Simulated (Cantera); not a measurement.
## Ignition delay

Mixture: 7.66 % CO, 6.21 % H₂, 13.6 % O₂, 51.1 % N₂, 21.5 % H₂O, equivalence ratio 0.51, at 6.61 atm, adiabatic and at constant volume. Ignition delay is the time to a rise of 400 K.

Model: GRI-Mech 3.0 (53 species, 325 reactions), integrated in Cantera. The hydrogen kinetics of GRI-Mech 3.0 are dated; newer H2 mechanisms differ, most at raised pressure.

| T0 (K) | delay (ms) |
|---|---|
| 1125 | 1.24 |
| 1175 | 0.495 |
| 1225 | 0.201 |
| 1275 | 0.0816 |
| 1325 | 0.0341 |
| 1375 | 0.0166 |
| 1425 | 0.00997 |
| 1475 | 0.00698 |
| 1525 | 0.00536 |

```json
{
 "apparent activation energy between 1425 and 1525 K": "110 kJ/mol"
}
```
